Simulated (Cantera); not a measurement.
# Moist CO burnout

An isothermal, constant-pressure homogeneous reactor starts with 0.124 % CO, 4.66 % O2, 0.0247 % H2O, 95.2 % N2, equivalence ratio 0.013, at 1350 K and 10.0 bar.

Computed with Cantera and GRI-Mech 3.0 (53 species, 325 reactions).

```tsv
t (s)	x CO	x O2	x H2O	x H	x H2
0.000800	0.00124	0.0466	0.000247	1.36e-9	4.19e-10
0.00208	0.00120	0.0466	0.000246	2.52e-8	4.42e-8
0.00541	0.000966	0.0465	0.000246	2.85e-8	1.13e-7
0.0141	0.000559	0.0463	0.000246	1.64e-8	6.63e-8
0.0366	0.000165	0.0461	0.000247	4.96e-9	1.95e-8
0.0953	1.53e-5	0.0461	0.000247	5.10e-10	2.16e-9
0.248	5.04e-7	0.0461	0.000247	2.59e-11	2.06e-10
0.645	5.69e-9	0.0461	0.000247	6.75e-12	7.65e-11
1.68	7.36e-10	0.0461	0.000247	6.56e-12	7.49e-11
4.37	7.36e-10	0.0461	0.000247	6.56e-12	7.49e-11
11.4	7.36e-10	0.0461	0.000247	6.56e-12	7.49e-11
29.6	7.36e-10	0.0461	0.000247	6.56e-12	7.49e-11
76.9	7.36e-10	0.0461	0.000247	6.56e-12	7.49e-11
200	7.36e-10	0.0461	0.000247	6.56e-12	7.49e-11
```
x: mole fraction; the columns are a selection and need not sum to one.

Equilibrium at this temperature and pressure: CO 7.38e-10, O2 0.0459, H2O 0.000247, H 6.57e-12, H2 7.50e-11 (gas phase only).
